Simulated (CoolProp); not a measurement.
Ethanol along the isotherm 556.1 K: density (kg/m³) from the reference equation and from simpler models built on Tc = 514.7 K, pc = 6.268 MPa, ω = 0.644; each cubic takes its own stable root.

The numbers come from the reference Helmholtz-energy equation of state, Schroeder 2014 in CoolProp.

| p (MPa) | phase | reference | ideal gas | van der Waals | Redlich-Kwong | Soave-Redlich-Kwong | Peng-Robinson |
|---|---|---|---|---|---|---|---|
| 0.0991 | gas | 0.9906 | 0.9874 | 0.9913 | 0.9917 | 0.9913 | 0.9918 |
| 0.15 | gas | 1.502 | 1.495 | 1.503 | 1.504 | 1.503 | 1.505 |
| 0.226 | gas | 2.269 | 2.252 | 2.272 | 2.274 | 2.272 | 2.275 |
| 0.34 | gas | 3.426 | 3.388 | 3.434 | 3.439 | 3.434 | 3.440 |
| 0.513 | gas | 5.199 | 5.111 | 5.218 | 5.229 | 5.217 | 5.233 |
| 0.774 | gas | 7.915 | 7.712 | 7.959 | 7.985 | 7.957 | 7.993 |
| 1.17 | gas | 12.13 | 11.66 | 12.24 | 12.30 | 12.23 | 12.32 |
| 1.76 | gas | 18.66 | 17.54 | 18.92 | 19.06 | 18.89 | 19.08 |
| 2.66 | gas | 29.24 | 26.50 | 29.93 | 30.25 | 29.78 | 30.27 |
| 4.01 | gas | 46.92 | 39.95 | 48.93 | 49.64 | 48.21 | 49.43 |
| 6.05 | gas | 80.18 | 60.28 | 87.89 | 88.76 | 82.82 | 86.16 |
| 9.13 | supercritical | 171.5 | 90.97 | 219.0 | 207.0 | 161.8 | 171.7 |
| 13.8 | supercritical | 380.1 | 137.5 | 288.1 | 325.2 | 282.8 | 306.4 |
| 20.8 | supercritical | 473.1 | 207.2 | 325.7 | 388.6 | 360.7 | 395.8 |
| 31.3 | supercritical | 530.2 | 311.9 | 355.9 | 439.4 | 419.6 | 463.0 |
